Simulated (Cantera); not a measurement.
# Adiabatic ignition

An adiabatic, constant-volume homogeneous reactor starts with CH4 : CO : O2 : N2 = 1 : 0.23 : 6.61 : 24.9 (molar parts), equivalence ratio 0.32, at 1598 K and 1000000 Pa.

Computed with Cantera and GRI-Mech 3.0 (53 species, 325 reactions).

```csv
t (s),T (K),P (bar),x CH4,x CO,x O2,x C2H6,x NO,x C2H2,x O
7.00e-6,1598,10.00,0.0305,0.00702,0.202,2.76e-7,<1e-12,6.99e-12,1.62e-7
1.39e-5,1598,10.0,0.0304,0.00702,0.202,4.38e-6,1.58e-12,2.61e-10,4.61e-7
2.75e-5,1601,10.0,0.0298,0.00705,0.201,8.28e-5,1.16e-11,2.18e-8,1.89e-6
5.45e-5,1865,11.8,0.00961,0.0199,0.175,0.000173,1.75e-8,7.76e-5,0.000239
0.000108,2451,15.3,<1e-12,0.000728,0.136,<1e-12,0.000181,<1e-12,0.00108
0.000214,2450,15.3,<1e-12,0.000725,0.136,<1e-12,0.000484,<1e-12,0.00107
0.000424,2449,15.3,<1e-12,0.000720,0.136,<1e-12,0.00107,<1e-12,0.00106
0.000840,2446,15.3,<1e-12,0.000711,0.135,<1e-12,0.00216,<1e-12,0.00105
0.00167,2441,15.3,<1e-12,0.000695,0.134,<1e-12,0.00409,<1e-12,0.00102
0.00330,2433,15.2,<1e-12,0.000670,0.133,<1e-12,0.00711,<1e-12,0.000972
0.00654,2424,15.1,<1e-12,0.000641,0.131,<1e-12,0.0108,<1e-12,0.000920
0.0130,2416,15.1,<1e-12,0.000618,0.130,<1e-12,0.0138,<1e-12,0.000879
0.0257,2413,15.1,<1e-12,0.000610,0.129,<1e-12,0.0150,<1e-12,0.000864
0.0509,2413,15.1,<1e-12,0.000609,0.129,<1e-12,0.0151,<1e-12,0.000863
0.101,2413,15.1,<1e-12,0.000609,0.129,<1e-12,0.0151,<1e-12,0.000863
0.200,2413,15.1,<1e-12,0.000609,0.129,<1e-12,0.0151,<1e-12,0.000863
```
x: mole fraction; the columns are a selection and need not sum to one.

* **time of steepest temperature rise**: 55.6 µs
* **temperature at 0.200 s**: 2413 K
* **equilibrium temperature**: 2413 K
* **x(CH4) at 0.200 s**: <1e-12 (gas-phase equilibrium <1e-12)
* **x(CO) at 0.200 s**: 0.000609 (gas-phase equilibrium 0.000609)
* **x(O2) at 0.200 s**: 0.129 (gas-phase equilibrium 0.129)
